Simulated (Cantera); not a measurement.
A closed system holds: 1 mol SO2, 0.15 mol H2, equilibrated at 2650 K and 21.0 bar.

Equilibrium computed with Cantera from the NASA thermochemical tables; the gas is ideal and each condensed phase is pure. Candidate condensed phases: H2O, H2SO4, S; 19 gas species. Kinetics and transport are ignored.

Base state: SO2 0.779, H2O 0.118, SO 0.0728, H2 0.0103, S2 0.00862, OH 0.00289, S2O 0.00228, SH 0.00199 (mole fractions); condensed: gas only.

Q: What changes in the equilibrium state with this change: H2 from 0.15 to 2.2 mol?

A: 
```
species    before    after
-------  --------  -------
H2O         0.118    0.492
H2         0.0103    0.224
SO2         0.779   0.0834
H2S      0.000681   0.0432
SH        0.00199   0.0271
S2        0.00862   0.0733
SO         0.0728   0.0407
SO3      0.000152  3.12e-6
O2       0.000871  3.20e-5
```

Q: What changes in the equilibrium state with this change: H2 from 0.15 to 0.23 mol?

A: 
```json
[
 {"species": "SO2", "before": "0.779", "after": "0.701"},
 {"species": "H2O", "before": "0.118", "after": "0.167"},
 {"species": "SO", "before": "0.0728", "after": "0.0810"},
 {"species": "S2", "before": "0.00862", "after": "0.0163"},
 {"species": "H2", "before": "0.0103", "after": "0.0180"},
 {"species": "H2S", "before": "0.000681", "after": "0.00164"},
 {"species": "SH", "before": "0.00199", "after": "0.00362"},
 {"species": "S2O", "before": "0.00228", "after": "0.00349"},
 {"species": "O2", "before": "0.000871", "after": "0.000571"}
]
```
